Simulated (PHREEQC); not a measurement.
Solution (25 °C): 0.021 mol CuCl2, 0.00099 mol HBF4 and 0.0029 mol FeCl3 per kg of water. Closed to the air; pH follows from the charge balance.

Computed with PHREEQC (ion-association model, phreeqc.dat).

This is a speciation only: nothing precipitates in the calculation.

Q: What pH does the model give?

A: pH 2.48.

Q: In which forms is Fe present?

A: FeF+2 57 %, FeF2+ 35 %, Fe+3 2.5 %, FeOH+2 2.5 %, FeCl+2 1.5 %, FeF3 1.3 % of the Fe.

Examples of supersaturated solids here: Hematite (slow to form), Goethite (slow to form). Others may be too. Real BF4- forms and hydrolyses slowly; the run takes it at equilibrium. Fluoro complexes past AlF4- and FeF3 are missing from the database.
